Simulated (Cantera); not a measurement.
A closed system holds: 1 mol SiCl₄, 29 mol H₂O, equilibrated at 43.0 Pa.

These are equilibrium values from Cantera (NASA tables, ideal gas, pure condensed phases), not measurements of a reactor. Candidate condensed phases: H₂O, Si, SiO₂; 30 gas species. The tables hold silica as quartz up to 1696 K and as liquid above; real silica turns to tridymite and cristobalite and melts near 1996 K. The numbers say what is thermodynamically allowed, not how fast it happens.

Task: Which condensed phases are stable at each of these points (T (K)): 850, 950, 1050, 1150, 1250, 1350, 1450, 1550, 1650, 1750, 1850, 1950, 2050?

Result: 
```json
[
 {"T (K)": "850", "condensed phases": "SiO₂(β-quartz)", "Si condensed (%)": "100.0"},
 {"T (K)": "950", "condensed phases": "SiO₂(β-quartz)", "Si condensed (%)": "100.0"},
 {"T (K)": "1050", "condensed phases": "SiO₂(β-quartz)", "Si condensed (%)": "100.0"},
 {"T (K)": "1150", "condensed phases": "SiO₂(β-quartz)", "Si condensed (%)": "100.0"},
 {"T (K)": "1250", "condensed phases": "SiO₂(β-quartz)", "Si condensed (%)": "100.0"},
 {"T (K)": "1350", "condensed phases": "SiO₂(β-quartz)", "Si condensed (%)": "100.0"},
 {"T (K)": "1450", "condensed phases": "SiO₂(β-quartz)", "Si condensed (%)": "100.0"},
 {"T (K)": "1550", "condensed phases": "SiO₂(β-quartz)", "Si condensed (%)": "100.0"},
 {"T (K)": "1650", "condensed phases": "SiO₂(β-quartz)", "Si condensed (%)": "100.0"},
 {"T (K)": "1750", "condensed phases": "SiO₂(condensed)", "Si condensed (%)": "99.9"},
 {"T (K)": "1850", "condensed phases": "SiO₂(condensed)", "Si condensed (%)": "98.3"},
 {"T (K)": "1950", "condensed phases": "SiO₂(condensed)", "Si condensed (%)": "82.9"},
 {"T (K)": "2050", "condensed phases": "gas only", "Si condensed (%)": "0.0"}
]
```

From 850 K to 1650 K the condensed part is SiO₂(β-quartz). From 1750 K to 1950 K the condensed part is SiO₂(condensed). At 2050 K nothing is condensed.
